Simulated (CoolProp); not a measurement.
Toluene along the isobar 4.82 MPa: density (kg/m³) from the reference equation and from simpler models built on Tc = 318.6 °C, pc = 4.126 MPa, ω = 0.266; each cubic takes its own stable root.

Values from CoolProp's reference Helmholtz-energy equation of state, Lemmon 2006. It is a short technical equation, of lower accuracy than the large ones.

```csv
T (°C),phase,reference
175.35,liquid,717.8
186.85,liquid,704.6
198.25,liquid,691.0
209.65,liquid,676.8
221.15,liquid,661.8
232.55,liquid,646.2
243.95,liquid,629.4
255.45,liquid,611.3
266.85,liquid,591.7
278.25,liquid,569.9
289.65,liquid,545.1
301.15,liquid,515.2
312.55,liquid,476.9
323.95,supercritical,415.4
335.45,supercritical,237.9
346.85,supercritical,176.1
```

**Question.** How far does each simpler model (Soave-Redlich-Kwong, Peng-Robinson) lie from the reference over these 16 states: mean and median of the absolute difference, and the worst?

**Answer.** 
- Soave-Redlich-Kwong: mean 13.7 %, median 12.7 %, worst -22.7 % at 323.95 °C and 4.82 MPa
- Peng-Robinson: mean 4.0 %, median 2.1 %, worst -15.3 % at 323.95 °C and 4.82 MPa
